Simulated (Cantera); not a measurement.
Cantera run:

```python
import numpy as np
import cantera as ct

gas_names = """
    AL ALCL ALCL2 ALCL3 ALN ALO ALOCL ALO2 AL2 AL2CL6 AL2O AL2O2 CL CLO CL2 N NO NO2 NO3 N2 N2O O O2 O3
""".split()
cond_names = """
    AL(cr) AL(L) ALCL3(s) ALCL3(L) ALN(s) AL2O3(a) AL2O3(L)
""".split()


# ... load() reads the species with a 1 bar reference pressure and builds the phases ...
atoms = {
    'AlCl3': {'AL': 1, 'CL': 3},
    'O2': {'O': 2},
    'N2': {'N': 2},
}
top_T = {'ALN(s)': 2750}  # K; cautious upper limits of use, not melting points


# ... equilibrate(T, P, feed) seeds the gas with the atoms and calls Mixture.equilibrate('TP', solver="vcs", rtol=1e-11, max_steps=5000) ...
results = []
feed = {'AlCl3': 1, 'O2': 26, 'N2': 200}  # mol
P = 10000  # Pa
for T in [1225, 1275, 1325, 1375, 1425, 1475, 1525, 1575, 1625, 1675, 1725, 1775, 1825]:
    mix = equilibrate(T, P, feed)
    results.append((T, P, feed, dict(zip(mix.species_names, mix.species_moles))))

top = {s: max(r[3][s] / sum(r[3][g] for g in gas_names) for r in results) for s in gas_names}
cols = sorted((s for s in top if top[s] > 1e-05), key=lambda s: -top[s])[:7]
seen = [c for c in cond_names if any(r[3].get(c, 0) > 1e-12 for r in results)]
print("log10 of partial pressures in bar; condensed amounts in mol")
print(f"{'T/K':>10s}" + "".join(f"{s[:9]:>10s}" for s in cols + seen))
for T, P, feed, n in results:
    ng = sum(n[g] for g in gas_names)
    print(f"{T:10.4g}" + "".join(f"{np.log10(max(n[s] / ng * P / 1e5, 1e-99)):10.3f}" for s in cols)
          + "".join(f"{n.get(c, 0):10.4g}" for c in seen))
```

Output:

```
log10 of partial pressures in bar; condensed amounts in mol
       T/K        N2        O2        CL       CL2        NO         O       CLO  AL2O3(a)
      1225    -1.055    -1.954    -3.830    -3.232    -4.741    -8.353    -6.233       0.5
      1275    -1.055    -1.954    -3.637    -3.264    -4.589    -7.929    -6.079       0.5
      1325    -1.055    -1.955    -3.467    -3.311    -4.448    -7.537    -5.945       0.5
      1375    -1.056    -1.955    -3.320    -3.377    -4.317    -7.174    -5.832       0.5
      1425    -1.056    -1.956    -3.198    -3.467    -4.195    -6.836    -5.741       0.5
      1475    -1.056    -1.957    -3.100    -3.584    -4.082    -6.520    -5.673       0.5
      1525    -1.057    -1.957    -3.026    -3.729    -3.977    -6.226    -5.628       0.5
      1575    -1.057    -1.958    -2.974    -3.899    -3.878    -5.950    -5.602       0.5
      1625    -1.057    -1.959    -2.940    -4.088    -3.785    -5.690    -5.593       0.5
      1675    -1.058    -1.960    -2.918    -4.286    -3.698    -5.446    -5.594       0.5
      1725    -1.058    -1.961    -2.904    -4.488    -3.616    -5.217    -5.603       0.5
      1775    -1.058    -1.962    -2.896    -4.687    -3.538    -5.000    -5.616       0.5
      1825    -1.058    -1.963    -2.891    -4.882    -3.465    -4.795    -5.632       0.5
```

These are equilibrium values from Cantera (NASA tables, ideal gas, pure condensed phases), not measurements of a reactor.
